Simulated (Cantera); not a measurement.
What does this Cantera script print?

```python
import numpy as np
import cantera as ct

gas_names = """
    CL CL2 H HCL H2 N NH NH2 NH3 N2 N2H2 N2H4 Si SiCL SiCL2 SiCL3 SiCL4 SiH SiHCL3 SiH2 SiH2CL2 SiH3
    SiH3CL SiH4 SiN Si2 Si2N Si3
""".split()
cond_names = """
    NH4CL(a) NH4CL(b) Si(cr) Si(L) Si3N4(a)
""".split()


# ... load() reads the species with a 1 bar reference pressure and builds the phases ...
atoms = {
    'SiCl4': {'Si': 1, 'CL': 4},
    'HCl': {'H': 1, 'CL': 1},
    'N2': {'N': 2},
}
top_T = {'Si3N4(a)': 2400}  # K; cautious upper limits of use, not melting points


# ... equilibrate(T, P, feed) seeds the gas with the atoms and calls Mixture.equilibrate('TP', solver="vcs", rtol=1e-11, max_steps=5000) ...
results = []
feed = {'SiCl4': 1, 'HCl': 1.1, 'N2': 89}  # mol
P = 13332.2  # Pa
for T in [1075, 1125, 1175, 1225, 1275, 1325, 1375, 1425, 1475, 1525, 1575, 1625]:
    mix = equilibrate(T, P, feed)
    results.append((T, P, feed, dict(zip(mix.species_names, mix.species_moles))))

top = {s: max(r[3][s] / sum(r[3][g] for g in gas_names) for r in results) for s in gas_names}
cols = sorted((s for s in top if top[s] > 1e-05), key=lambda s: -top[s])[:8]
seen = [c for c in cond_names if any(r[3].get(c, 0) > 1e-12 for r in results)]
print("log10 of partial pressures in bar; condensed amounts in mol")
print(f"{'T/K':>10s}" + "".join(f"{s[:9]:>10s}" for s in cols + seen))
for T, P, feed, n in results:
    ng = sum(n[g] for g in gas_names)
    print(f"{T:10.4g}" + "".join(f"{np.log10(max(n[s] / ng * P / 1e5, 1e-99)):10.3f}" for s in cols)
          + "".join(f"{n.get(c, 0):10.4g}" for c in seen))
```

Output:

```
log10 of partial pressures in bar; condensed amounts in mol
       T/K        N2       HCL     SiCL4        CL     SiCL3     SiCL2       CL2
      1075    -0.885    -2.793    -2.835    -6.914    -7.074   -10.114    -7.913
      1125    -0.885    -2.793    -2.835    -6.528    -6.612    -9.298    -7.679
      1175    -0.885    -2.793    -2.835    -6.161    -6.201    -8.578    -7.440
      1225    -0.885    -2.793    -2.835    -5.816    -5.834    -7.935    -7.203
      1275    -0.885    -2.793    -2.836    -5.491    -5.502    -7.355    -6.973
      1325    -0.885    -2.793    -2.837    -5.187    -5.200    -6.828    -6.752
      1375    -0.885    -2.793    -2.838    -4.902    -4.924    -6.347    -6.542
      1425    -0.885    -2.793    -2.841    -4.635    -4.672    -5.907    -6.342
      1475    -0.885    -2.793    -2.847    -4.383    -4.441    -5.504    -6.150
      1525    -0.885    -2.794    -2.855    -4.146    -4.232    -5.136    -5.968
      1575    -0.886    -2.794    -2.868    -3.922    -4.042    -4.799    -5.795
      1625    -0.886    -2.794    -2.888    -3.711    -3.873    -4.492    -5.631
```

Method: chemical equilibrium by Gibbs-energy minimisation in Cantera with the NASA 1993 tables (ideal gas, pure condensed phases). The tables' values for SiCl3 are old estimates; treat these amounts as uncertain.
